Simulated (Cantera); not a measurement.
An isothermal, constant-pressure homogeneous reactor starts with 63.7 % NO, 36.3 % N₂, at 1875 K and 15.0 Torr.

Cantera simulation using GRI-Mech 3.0 (53 species, 325 reactions); the numbers are that mechanism's predictions, not measurements. Radical loss at walls, strong at low pressure, is not modelled.

x: mole fraction; the columns are a selection and need not sum to one.

```csv
t (s),x NO,x N₂,x O₂,x NO₂,x N₂O
0.000600,0.637,0.363,6.54e-9,?,2.13e-6
0.00170,0.637,0.363,5.27e-8,?,5.98e-6
0.00482,0.637,0.363,4.33e-7,?,1.64e-5
0.0136,0.637,0.363,3.97e-6,?,4.25e-5
0.0387,0.637,0.363,4.40e-5,?,9.31e-5
0.110,0.636,0.363,0.000347,?,0.000140
0.310,0.634,0.365,0.00145,?,0.000146
0.879,0.627,0.368,0.00465,?,0.000141
2.49,0.608,0.377,0.0140,?,0.000128
7.06,0.553,0.405,0.0414,?,9.80e-5
20.0,0.407,0.478,0.114,?,4.71e-5
```

Task: Some entries are withheld; supply them.

Result: 
- 0.000600, x NO₂: 1.70e-8
- 0.00170, x NO₂: 1.31e-7
- 0.00482, x NO₂: 9.32e-7
- 0.0136, x NO₂: 5.36e-6
- 0.0387, x NO₂: 1.77e-5
- 0.110, x NO₂: 2.60e-5
- 0.310, x NO₂: 2.89e-5
- 0.879, x NO₂: 3.46e-5
- 2.49, x NO₂: 4.79e-5
- 7.06, x NO₂: 7.14e-5
- 20.0, x NO₂: 8.88e-5
